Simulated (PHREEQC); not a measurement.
Consider water at 5 °C with 0.043 mol/kgw HCl and 0.038 mol/kgw KCl. Closed to the air; pH follows from the charge balance.

Computed with PHREEQC (Pitzer model, pitzer.dat).

This is a speciation only: nothing precipitates in the calculation.

Question: Predict the pH, osmotic coefficient, specific conductance.

Answer: pH 1.45; osmotic coefficient 0.940; specific conductance 12000 µS/cm.

Complexes and solids missing from the database can't appear. Constants without temperature data keep their 25 °C values here.
